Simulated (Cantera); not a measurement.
Feed: 1 mol Al(CH3)3, 50 mol H2O, 7 mol H2, equilibrated at 1600 °C and 1.33 mbar.

Cantera equilibrium calculation (NASA polynomials, part measured and part estimated; ideal gas, pure solids and liquids). Candidate condensed phases: Al, Al2O3, C, C6H6, C7H8, C8H18, H2O; 121 gas species. The feed counts by its element totals alone. Equilibrium is a limit: real reactors are often held back by kinetics, nucleation or transport.

Base state: H2O 0.682, H2 0.261, CO 0.0283, CO2 0.0180, H 0.00903, OH 0.00183, O2 5.48e-5, O 4.79e-5 (mole fractions); condensed: Al2O3(s).

**Question.** What changes in the equilibrium state with this change: pressure from 1.33 mbar to 0.450 bar?

**Answer.** 
```json
[
 {"species": "H2O", "before": "0.682", "after": "0.687"},
 {"species": "H2", "before": "0.261", "after": "0.266"},
 {"species": "CO", "before": "0.0283", "after": "0.0285"},
 {"species": "H", "before": "0.00903", "after": "0.000496"},
 {"species": "CO2", "before": "0.0180", "after": "0.0180"},
 {"species": "O2", "before": "5.48e-5", "after": "1.59e-7"},
 {"species": "O", "before": "4.79e-5", "after": "1.41e-7"},
 {"species": "OH", "before": "0.00183", "after": "9.96e-5"},
 {"species": "Al2O3(s), mol", "before": "0.500", "after": "0.500"}
]
```
Gases not in the tables: Al(OH)3.
